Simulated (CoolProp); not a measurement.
Properties of n-pentane along the isobar 101 kPa (Tc = 469.7 K, pc = 3368 kPa, ω = 0.251).

Values from CoolProp's reference Helmholtz-energy equation of state, Thol 2019.

| T (K) | phase | Z | Prandtl number |
|---|---|---|---|
| 350.6 | gas | 0.9718 | 0.759 |
| 375.1 | gas | 0.9777 | ? |
| 399.6 | gas | 0.9821 | ? |
| 424.1 | gas | 0.9854 | 0.734 |
| 448.6 | gas | 0.9879 | 0.729 |
| 473.1 | gas | 0.9899 | 0.723 |
| 497.6 | gas | 0.9915 | 0.719 |
| 522 | gas | 0.9928 | 0.715 |
| 546.5 | gas | 0.9939 | 0.712 |
| 571 | gas | 0.9948 | ? |
| 595.5 | gas | 0.9955 | 0.705 |
| 620 | gas | 0.9962 | 0.703 |

**Question.** Fill in the missing entries.

**Answer.** 
- 375.1, Prandtl number: 0.749
- 399.6, Prandtl number: 0.741
- 571, Prandtl number: 0.708

Viscosity comes from a separate model (Quiñones-Cisneros 2006), older than the equation that it now runs on, and unchecked against measurements. Thermal conductivity comes from a separate model (Vassiliou 2015).
